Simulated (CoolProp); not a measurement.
n-undecane along the isobar 0.101 MPa: fugacity coefficient from the reference equation and from simpler models built on Tc = 365.7 °C, pc = 1.990 MPa, ω = 0.539; each cubic takes its own stable root.

The numbers come from the reference Helmholtz-energy equation of state, Aleksandrov 2011 in CoolProp. It is a short technical equation, of lower accuracy than the large ones.

```json
[
 {"T (°C)": "217.85", "phase": "gas", "reference": "0.9469"},
 {"T (°C)": "227.55", "phase": "gas", "reference": "0.9509"},
 {"T (°C)": "237.35", "phase": "gas", "reference": "0.9545"},
 {"T (°C)": "247.15", "phase": "gas", "reference": "0.9578"},
 {"T (°C)": "256.95", "phase": "gas", "reference": "0.9607"},
 {"T (°C)": "266.75", "phase": "gas", "reference": "0.9633"},
 {"T (°C)": "276.45", "phase": "gas", "reference": "0.9657"},
 {"T (°C)": "286.25", "phase": "gas", "reference": "0.9679"},
 {"T (°C)": "296.05", "phase": "gas", "reference": "0.9700"},
 {"T (°C)": "305.85", "phase": "gas", "reference": "0.9718"},
 {"T (°C)": "315.65", "phase": "gas", "reference": "0.9735"}
]
```

Question: How far does each simpler model (van der Waals, Redlich-Kwong) lie from the reference over these 11 states: mean and median of the absolute difference, and the worst?

Answer: 
- van der Waals: mean 1.6 %, median 1.5 %, worst +2.7 % at 217.85 °C and 0.101 MPa
- Redlich-Kwong: mean 1.0 %, median 0.9 %, worst +1.8 % at 217.85 °C and 0.101 MPa
